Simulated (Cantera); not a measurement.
**Si₂H₆ + HCl + H₂ (silicon epitaxy and polysilicon growth)**

Feed: 1 mol Si₂H₆, 0.17 mol HCl, 49 mol H₂, held at 27.0 mbar.

Method: chemical equilibrium by Gibbs-energy minimisation in Cantera with the NASA 1993 tables (ideal gas, pure condensed phases). Candidate condensed phases: Si; 19 gas species. The feed counts by its element totals alone. Gases not in the tables: Si₂H₆ and higher silanes. Equilibrium is a limit: real reactors are often held back by kinetics, nucleation or transport.

```csv
T (K),x H₂,x HCl,x H,x Si,x SiCl₂,n Si(s),n Si(l)
1100,0.997,0.00320,1.57e-7,<1e-12,2.09e-5,2.00,0
1150,0.997,0.00321,4.53e-7,7.33e-12,2.27e-5,2.00,0
1200,0.997,0.00321,1.20e-6,5.14e-11,2.43e-5,2.00,0
1250,0.997,0.00320,2.94e-6,3.08e-10,2.59e-5,2.00,0
1300,0.997,0.00320,6.72e-6,1.60e-9,2.74e-5,2.00,0
1350,0.997,0.00320,1.45e-5,7.39e-9,2.89e-5,2.00,0
1400,0.997,0.00320,2.96e-5,3.05e-8,3.03e-5,2.00,0
1450,0.997,0.00319,5.75e-5,1.14e-7,3.16e-5,2.00,0
1500,0.997,0.00319,0.000107,3.90e-7,3.28e-5,2.00,0
1550,0.997,0.00319,0.000191,1.23e-6,3.40e-5,2.00,0
1600,0.996,0.00319,0.000330,3.61e-6,3.51e-5,2.00,0
1650,0.996,0.00318,0.000552,9.92e-6,3.62e-5,2.00,0
1700,0.996,0.00318,0.000895,2.51e-5,3.64e-5,0,2.00
1750,0.995,0.00318,0.00141,5.56e-5,3.38e-5,0,1.99
```
x: gas mole fraction; n: condensed amount in mol.

From 1100 K to 1650 K the condensed part is Si(s). From 1700 K to 1750 K the condensed part is Si(l). The main Si-bearing gas is SiCl₂ at 1100 K and Si at 1750 K.
